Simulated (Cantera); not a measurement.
A freely propagating, adiabatic, planar premixed flame of H2 : O2 : N2 = 1 : 0.926 : 3.48 (molar parts), unburnt at 500 K and 500000 Pa; mixture-averaged transport, grid criteria slope 0.08 and curve 0.16, no radiation.

Detailed kinetics in Cantera: the H2/O2 subset of GRI-Mech 3.0, which has no nitrogen chemistry. The hydrogen kinetics of GRI-Mech 3.0 are dated; newer H2 mechanisms differ, most at raised pressure. Burning velocities carry a grid error of a few per cent, more on coarse grids. Lean hydrogen flames are cellular in practice and burn faster than this planar one.

What does this change do: H2 1 to 0.77 parts?


```json
[
 {"quantity": "laminar burning velocity", "before": "92.3 cm/s", "after": "26.9 cm/s"},
 {"quantity": "thermal thickness", "before": "0.0803 mm", "after": "0.170 mm"},
 {"quantity": "peak x(H2O2)", "before": "0.000185", "after": "0.000233"},
 {"quantity": "peak x(H)", "before": "0.00194", "after": "0.000266"},
 {"quantity": "peak x(HO2)", "before": "0.000632", "after": "0.000351"}
]
```

What does this change do: N2 3.48 to 2.7 parts?


```
quantity                     before      after
------------------------  ---------  ---------
laminar burning velocity  92.3 cm/s   183 cm/s
thermal thickness         0.0803 mm  0.0584 mm
peak x(H2O2)               0.000185   0.000164
peak x(H)                   0.00194    0.00469
peak x(HO2)                0.000632   0.000909
```
